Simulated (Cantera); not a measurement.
An isothermal, constant-pressure homogeneous reactor starts with 47.6 % N2O, 52.4 % N2, at 1000 K and 113 Torr.

Detailed kinetics in Cantera: GRI-Mech 3.0 (53 species, 325 reactions). GRI-Mech 3.0 was tuned for natural gas; its chemistry of N2O as a main component is partial and can be far from experiment. The mechanism lacks the step 2 NO + O2 → 2 NO2, which can matter for NO2 below about 1400 K. The temperature is held fixed by assumption; the heat of reaction is taken as removed at once.

Q: Predict: x(N2O) at 200 s; x(N2) at 200 s; x(NO) at 200 s; x(NO2) at 200 s; x(O2) at 200 s; x(O) at 200 s.

A: 
```
Property                                            Value
---------------  ----------------------------------------
x(N2O) at 200 s    0.379 (gas-phase equilibrium 9.82e-10)
x(N2) at 200 s        0.580 (gas-phase equilibrium 0.808)
x(NO) at 200 s    0.00312 (gas-phase equilibrium 3.05e-5)
x(NO2) at 200 s   7.92e-6 (gas-phase equilibrium 6.06e-7)
x(O2) at 200 s       0.0378 (gas-phase equilibrium 0.192)
x(O) at 200 s    4.05e-8 (gas-phase equilibrium 1.79e-10)
```
